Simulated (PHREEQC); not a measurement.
Synthetic water in mg/kgw, 25 °C, pH 6.41, pe 2.2: Na 2400; K 78.4; Ca 101; Mg 169; Cl 4050; S(6) as SO4 582; Alkalinity as HCO3 1.57e-07; Sr 9.9.

Cl is adjusted to close the charge balance.
Valence states are taken as typed.

Model: ion-association model, phreeqc.dat, run in PHREEQC.

| quantity | before | after |
|---|---|---|
| SO4-2 (mol/kgw) | 0.00431 | 0.00391 |
| Ca+2 (mol/kgw) | 0.00231 | 0.00235 |
| MgSO4 (mol/kgw) | 0.000766 | 0.00130 |
| NaSO4- (mol/kgw) | 0.000750 | 0.000651 |
| CaSO4 (mol/kgw) | 0.000207 | 0.000174 |
| SI of Gypsum (CaSO4:2H2O) | -1.34 | -1.42 |
| SI of Halite (NaCl) | -3.74 | -3.70 |

Q: Name the change that produced these shifts.
(A) pH from 6.41 to 6.71 at the same alkalinity
(B) Mg from 169 to 338 mg/kgw
(C) all concentrations times 4 at the same typed pH

A: B, Mg from 169 to 338 mg/kgw

Precipitation was switched off in this run.
